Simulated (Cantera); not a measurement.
Feed: 1 mol Si, 0.0086 mol O2, 22 mol N2, equilibrated at 1.30e-6 bar.

These are equilibrium values from Cantera (NASA tables, ideal gas, pure condensed phases), not measurements of a reactor. Candidate condensed phases: Si, SiO2, Si2N2O, Si3N4; 16 gas species. Equilibrium is a limit: real reactors are often held back by kinetics, nucleation or transport.

Q: At 1827 °C, list the 3 most abundant gas species with their mole fractions, and the condensed phases.

A: N2 0.957, Si 0.0427, SiO 0.000748. Condensed: gas only.
